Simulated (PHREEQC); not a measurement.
PHREEQC input (ion-association model, wateq4f.dat):

```
SOLUTION_MASTER_SPECIES
  An  An-  0  An  62.0  # stands for a non-complexing anion
SOLUTION_SPECIES
  An- = An-
    -log_k 0
    -gamma 3.0 0
PHASES
  Fix_H+
    H+ = H+
    -log_k 0
SOLUTION 1
  temp 25
  units mmol/kgw
  pH 7 charge
  S(6) 0.027
  Zn 0.027
  Na 50
  An 50
END
SELECTED_OUTPUT 1
  -reset false
  -pH true
  -pe true
  -ionic_strength true
  -water true
  -totals Na S Zn S(-2) S(6)
  -molalities Hfo_wOH Hfo_wOH2+ Hfo_wO- Hfo_sOH Hfo_sOH2+ Hfo_sO- Hfo_wSO4- Hfo_wOHSO4-2 Hfo_sOZn+ Hfo_wOZn+
  -saturation_indices Zn(OH)2-e Zn4(OH)6SO4 Mirabilite Goslarite
USER_PUNCH 1
  -headings sigma psi
  10 PUNCH EDL("sigma", "Hfo"), EDL("psi", "Hfo")
PRINT
  -reset false
USE solution 1
SURFACE 1
  Hfo_wOH 3.59551e-05 600 0.016
  Hfo_sOH 8.98876e-07
EQUILIBRIUM_PHASES 1
  Fix_H+ -4 HAn 10
    -force_equality true
  O2(g) -0.68 10
END
# ... the last block is repeated for the other 16 points of pH, with NaOH or the acid as the point needs
```

Selected output (columns that matter, 13 of 17 rows; pH added in front):

```
pH	mu	Na	S	Zn	m_Hfo_wOH	m_Hfo_wOH2+	m_Hfo_wO-	m_Hfo_sOH	si_Zn(OH)2-e	si_Zn4(OH)6SO4	si_Mirabilite	si_Goslarite	sigma	psi
4	0.050219	0.05	1.7252e-05	2.6999e-05	1.5954e-06	2.4609e-05	2.3695e-09	5.4688e-08	-8.3876	-29.098	-6.8138	-8.0805	0.14663	0.12433
4.38	0.050151	0.05	1.8115e-05	2.6997e-05	3.2913e-06	2.3769e-05	1.0441e-08	1.0893e-07	-7.6275	-26.795	-6.7911	-8.0578	0.13813	0.12135
5.12	0.050112	0.05	2.0966e-05	2.6935e-05	1.0047e-05	1.9755e-05	1.1705e-07	2.8089e-07	-6.1485	-22.295	-6.7268	-7.9946	0.11238	0.111
5.5	0.050107	0.05	2.2733e-05	2.6764e-05	1.4975e-05	1.6388e-05	3.1348e-07	3.1851e-07	-5.3913	-19.991	-6.6915	-7.9621	0.096813	0.10357
5.88	0.050104	0.05	2.4368e-05	2.6427e-05	1.9861e-05	1.2703e-05	7.1137e-07	2.2351e-07	-4.637	-17.703	-6.6613	-7.9376	0.081168	0.094892
6.62	0.0501	0.05	2.6403e-05	2.5382e-05	2.5569e-05	6.8392e-06	2.1899e-06	3.0217e-08	-3.1755	-13.303	-6.6264	-7.9212	0.051765	0.073514
7	0.050096	0.050003	2.6759e-05	2.3531e-05	2.5383e-05	4.3735e-06	3.3749e-06	9.1286e-09	-2.4503	-11.156	-6.6205	-7.9501	0.040264	0.062334
7.38	0.050093	0.050011	2.6881e-05	2.0075e-05	2.2292e-05	2.1046e-06	5.4093e-06	3.4615e-09	-1.7643	-9.1698	-6.6183	-8.0221	0.034049	0.05531
8.12	0.050087	0.05003	2.6968e-05	1.3158e-05	1.1444e-05	2.6623e-07	1.1268e-05	8.3053e-10	-0.5346	-5.7296	-6.6164	-8.2709	0.027895	0.04752
8.5	0.050084	0.050042	2.6988e-05	1.1243e-05	7.4585e-06	9.4185e-08	1.3531e-05	4.7174e-10	-0.0235	-4.4445	-6.6158	-8.5193	0.023068	0.040739
8.88	0.050086	0.050056	2.6997e-05	1.0692e-05	5.632e-06	4.8897e-08	1.4861e-05	3.4352e-10	0.277	-4.0022	-6.6153	-8.9786	0.014959	0.027885
9.62	0.050127	0.050106	2.7e-05	1.1262e-05	4.8214e-06	3.2751e-08	1.626e-05	3.0533e-10	0.4347	-4.8515	-6.6146	-10.301	-0.0049291	-0.0095864
10	0.0502	0.050179	2.7e-05	1.1785e-05	4.7175e-06	3.0184e-08	1.689e-05	3.0965e-10	0.4546	-5.5323	-6.6136	-11.041	-0.016553	-0.030529
```

Along this series the solution becomes supersaturated in solids that the run did not let form, among them Zn(OH)2-e.
